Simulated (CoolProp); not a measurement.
Properties of n-pentane along the isotherm 346.85 °C.

Computed with CoolProp (reference Helmholtz-energy equation of state, Thol 2019).

```tsv
p (MPa)	phase	Z	cp (kJ/(kg K))	isothermal compressibility (1/MPa)	conductivity (mW/(m K))	fugacity coefficient
1.87	gas	___	3.037	0.5752	___	0.9317
3.74	supercritical	0.8602	3.142	0.3094	62.8	0.8684
5.61	supercritical	0.7955	3.281	0.2192	___	0.8104
7.48	supercritical	0.7409	3.439	0.1672	71.2	0.7582
9.35	supercritical	0.7059	3.560	0.1239	76.1	0.7126
11.2	supercritical	0.6963	3.599	0.08773	79.8	0.6749
13.1	supercritical	0.7079	3.584	0.06169	82.5	0.6440
15	supercritical	0.7332	3.554	___	84.6	0.6199
16.8	supercritical	0.7645	3.525	0.03503	86.3	0.6025
```

Question: Some entries are withheld; supply them.

Answer: 
- 1.87, Z: 0.9294
- 1.87, conductivity (mW/(m K)): 60.3
- 5.61, conductivity (mW/(m K)): 66.5
- 15, isothermal compressibility (1/MPa): 0.04516

Thermal conductivity comes from a separate model (Vassiliou 2015).
